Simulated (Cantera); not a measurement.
A closed system holds: 1 mol C2H4, 0.24 mol NH3, 43 mol H2, at 0.840 bar.

Cantera equilibrium calculation (NASA polynomials, part measured and part estimated; ideal gas, pure solids and liquids). Candidate condensed phases: C, C6H6, C7H8, C8H18; 92 gas species. Kinetics and transport are ignored. All values below are at 1623 K.

Base state: H2 0.996, N2 0.00258, CH4 0.00124, HCN 0.000119, H 7.53e-5, C2H2 (acetylene) 3.47e-5 (mole fractions); condensed: C(graphite).

**Question.** What changes in the equilibrium state with this change: NH3 from 0.24 to 0.08 mol?

**Answer.** 
| species | before | after |
|---|---|---|
| H2 | 0.996 | 0.998 |
| CH4 | 0.00124 | 0.00124 |
| N2 | 0.00258 | 0.000851 |
| HCN | 0.000119 | 6.86e-5 |
| C2H2 (acetylene) | 3.47e-5 | 3.48e-5 |
| H | 7.53e-5 | 7.53e-5 |
| C(graphite), mol | 1.93 | 1.94 |
